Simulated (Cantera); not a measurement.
Charge: 1 mol FeCl2, 12 mol H2O, 120 mol H2, at 1.50 mbar.

These are equilibrium values from Cantera (NASA tables, ideal gas, pure condensed phases), not measurements of a reactor. Candidate condensed phases: Fe, FeCl2, FeCl3, FeO, Fe(OH)2, Fe(OH)3, Fe2O3, Fe3O4, H2O; 22 gas species. The numbers say what is thermodynamically allowed, not how fast it happens.

**Question.** At 875 °C, list the 4 most abundant gas species with their mole fractions, and the condensed phases.

**Answer.** H2 0.895, H2O 0.0902, HCl 0.0149, FeCl2 7.88e-5. Condensed: Fe(α).
